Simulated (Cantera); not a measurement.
Input: 1 mol TiO2, 1.5 mol CO, 0.15 mol H2, at 1402 °C and 1.10 bar.

Cantera equilibrium calculation (NASA polynomials, part measured and part estimated; ideal gas, pure solids and liquids). Candidate condensed phases: C, C6H6, C7H8, C8H18, H2O, Ti, TiC, TiO, TiO2, Ti2O3, Ti3O5, Ti4O7; 113 gas species. Mutual solubility and eutectic melting of coexisting phases are not modelled. Condensed phases not in the tables: Magnéli phases beyond Ti4O7. Rates play no part.

Base state: CO 0.895, H2 0.0865, CO2 0.0138, H2O 0.00443, H 3.26e-5 (mole fractions); condensed: TiO2(rutile) + Ti4O7(s).

Q: What changes in the equilibrium state with this change: H2 from 0.15 to 0.32 mol?

A: 
```json
[
 {"species": "CO", "before": "0.895", "after": "0.812"},
 {"species": "H2", "before": "0.0865", "after": "0.167"},
 {"species": "CO2", "before": "0.0138", "after": "0.0125"},
 {"species": "H2O", "before": "0.00443", "after": "0.00856"},
 {"species": "H", "before": "3.26e-5", "after": "4.53e-5"},
 {"species": "TiO2(rutile), mol", "before": "0.880", "after": "0.846"},
 {"species": "Ti4O7(s), mol", "before": "0.0301", "after": "0.0384"}
]
```

Q: What changes in the equilibrium state with this change: 0.18 mol CO2 added?

A: 
```json
[
 {"species": "CO", "before": "0.895", "after": "0.839"},
 {"species": "CO2", "before": "0.0138", "after": "0.0789"},
 {"species": "H2", "before": "0.0865", "after": "0.0625"},
 {"species": "H2O", "before": "0.00443", "after": "0.0195"},
 {"species": "H", "before": "3.26e-5", "after": "2.77e-5"},
 {"species": "TiO2(rutile), mol", "before": "0.880", "after": "1.00"},
 {"species": "Ti4O7(s), mol", "before": "0.0301", "after": "0"}
]
```
Gases not in the tables: TiO(OH)2.

Q: What changes in the equilibrium state with this change: H2 from 0.15 to 4.8 mol?

A: 
| species | before | after |
|---|---|---|
| H2 | 0.0865 | 0.726 |
| CO | 0.895 | 0.235 |
| H2O | 0.00443 | 0.0362 |
| CO2 | 0.0138 | 0.00353 |
| H | 3.26e-5 | 9.43e-5 |
| TiO2(rutile), mol | 0.880 | 0 |
| Ti4O7(s), mol | 0.0301 | 0.250 |
